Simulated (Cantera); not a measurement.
Input: 1 mol LiOH, 0.14 mol H2O, equilibrated at 0.180 bar.

Method: chemical equilibrium by Gibbs-energy minimisation in Cantera with the NASA 1993 tables (ideal gas, pure condensed phases). Candidate condensed phases: H2O, Li, LiH, LiOH, Li2O; 17 gas species. Rates play no part.

At 1400 °C, list the 7 most abundant gas species with their mole fractions, and the condensed phases.

H2O 0.730, LiOH 0.265, Li2(OH)2 0.00206, H2 0.00114, O2 0.000524, Li2O 0.000316, OH 0.000280. Condensed: Li2O(s).
